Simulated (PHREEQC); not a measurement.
Make-up at 25 °C: 59 mmol/kgw TMAH, 0.063 mmol/kgw K2SO4 and 0.0077 mmol/kgw CO2. Closed to the air; pH follows from the charge balance.

Equilibrium calculation in PHREEQC: ion-association model, phreeqc.dat.

**Question.** The ionic strength comes out as 0.0592 mol/kgw. What activity coefficients do SO4-2, CO3-2, OH-, K+ get?

**Answer.** SO4-2 0.44, CO3-2 0.45, OH- 0.80, K+ 0.80.

This is a speciation only: nothing precipitates in the calculation. (CH3)4N+ isn't in the database: it is added as a free cation with an ion size of 4 Å.
